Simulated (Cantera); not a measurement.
# Adiabatic ignition

An adiabatic, constant-volume homogeneous reactor starts with 8.07 % CH4, 4.28 % CO, 18.3 % O2, 68.8 % N2, 0.533 % C2H6, equivalence ratio 1.1, at 1700 K and 2100000 Pa.

Computed with Cantera and GRI-Mech 3.0 (53 species, 325 reactions). The pressure lies above the range GRI-Mech 3.0 was tuned for (to about 10 atm). Above 3000 K some thermodynamic fits are extrapolated.

| t (s) | T (K) | P (bar) | x CH4 | x CO | x O2 | x HCN | x C2H2 | x H2 |
|---|---|---|---|---|---|---|---|---|
| 8.00e-6 | 1897 | 23.7 | 0.0551 | 0.0512 | 0.157 | 3.08e-9 | 0.000258 | 0.0116 |
| 2.59e-5 | 3269 | 42.0 | 1.68e-12 | 0.0674 | 0.0134 | 8.32e-8 | <1e-12 | 0.0190 |
| 8.37e-5 | 3265 | 41.9 | 1.73e-12 | 0.0676 | 0.0129 | 9.13e-8 | <1e-12 | 0.0192 |
| 0.000270 | 3264 | 41.9 | 1.73e-12 | 0.0676 | 0.0129 | 9.13e-8 | <1e-12 | 0.0192 |
| 0.000875 | 3264 | 41.9 | 1.73e-12 | 0.0676 | 0.0129 | 9.13e-8 | <1e-12 | 0.0192 |
| 0.00283 | 3264 | 41.9 | 1.73e-12 | 0.0676 | 0.0129 | 9.13e-8 | <1e-12 | 0.0192 |
| 0.00915 | 3264 | 41.9 | 1.73e-12 | 0.0676 | 0.0129 | 9.13e-8 | <1e-12 | 0.0192 |
| 0.0296 | 3264 | 41.9 | 1.73e-12 | 0.0676 | 0.0129 | 9.13e-8 | <1e-12 | 0.0192 |
| 0.0956 | 3264 | 41.9 | 1.73e-12 | 0.0676 | 0.0129 | 9.13e-8 | <1e-12 | 0.0192 |
| 0.309 | 3264 | 41.9 | 1.73e-12 | 0.0676 | 0.0129 | 9.13e-8 | <1e-12 | 0.0192 |
| 1.00 | 3264 | 41.9 | 1.73e-12 | 0.0676 | 0.0129 | 9.13e-8 | <1e-12 | 0.0192 |
x: mole fraction; the columns are a selection and need not sum to one.

```json
{
 "time_of_steepest_temperature_rise": "9.01 µs",
 "temperature at 1.00 s": "3264 K",
 "equilibrium_temperature": "3264 K",
 "x(CH4) at 1.00 s": "1.73e-12 (gas-phase equilibrium 2.13e-12)",
 "x(CO) at 1.00 s": "0.0676 (gas-phase equilibrium 0.0676)",
 "x(O2) at 1.00 s": "0.0129 (gas-phase equilibrium 0.0129)"
}
```
